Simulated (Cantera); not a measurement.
Input: 1 mol Si, 2.6 mol Cl₂, 0.85 mol H₂, equilibrated at 1027 °C and 1 atm.

Cantera equilibrium calculation (NASA polynomials, part measured and part estimated; ideal gas, pure solids and liquids). Candidate condensed phases: Si; 19 gas species. The tables' values for SiCl₃ are old estimates; treat these amounts as uncertain. Equilibrium is a limit: real reactors are often held back by kinetics, nucleation or transport.

Base state: HCl 0.496, SiCl₄ 0.400, H₂ 0.0962, SiCl₃ 0.00377, SiHCl₃ 0.00353, SiCl₂ 0.000211 (mole fractions); condensed: gas only.

Question: What changes in the equilibrium state with this change: temperature from 1027 °C to 352 °C?

Answer: 
```
species    before    after
-------  --------  -------
HCl         0.496    0.490
SiCl₄       0.400    0.408
H₂         0.0962    0.102
SiCl₃     0.00377    <1e-9
SiCl₂    0.000211    <1e-9
SiHCl₃    0.00353  4.11e-6
```

Question: What changes in the equilibrium state with this change: H₂ from 0.85 to 3.8 mol?

Answer: 
```tsv
species	before	after
H₂	0.0962	0.567
HCl	0.496	0.249
SiCl₄	0.400	0.158
SiHCl₃	0.00353	0.0164
SiH₂Cl₂	4.40e-6	0.000240
SiCl₂	0.000211	0.00195
SiCl₃	0.00377	0.00722
```

Question: What changes in the equilibrium state with this change: Si replaced by SiCl₄?

Answer: 
```tsv
species	before	after
Cl₂	1.45e-8	0.388
HCl	0.496	0.381
SiCl₄	0.400	0.224
H₂	0.0962	2.11e-9
SiHCl₃	0.00353	<1e-9
SiCl₂	0.000211	<1e-9
SiCl₃	0.00377	4.08e-7
Cl	1.48e-6	0.00768
```
